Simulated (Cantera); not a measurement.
An isothermal, constant-pressure homogeneous reactor starts with NO : N2 = 1 : 0.27 (molar parts), at 2175 K and 63.0 Torr. Integrator tolerance rtol = 1e-08.

Cantera simulation using GRI-Mech 3.0 (53 species, 325 reactions); the numbers are that mechanism's predictions, not measurements.

Task: What does this change do: temperature 2175 to 1525 K?

Result: 
```tsv
quantity	before	after
x(NO) at 200 s	0.0141 (gas-phase equilibrium 0.0141)	0.586 (gas-phase equilibrium 0.00166)
x(N2) at 200 s	0.598 (gas-phase equilibrium 0.598)	0.313 (gas-phase equilibrium 0.605)
x(O) at 200 s	0.00495 (gas-phase equilibrium 0.00495)	6.53e-6 (gas-phase equilibrium 1.23e-5)
x(NO2) at 200 s	7.26e-6 (gas-phase equilibrium 7.26e-6)	0.000573 (gas-phase equilibrium 3.26e-6)
x(O2) at 200 s	0.383 (gas-phase equilibrium 0.383)	0.100 (gas-phase equilibrium 0.393)
```
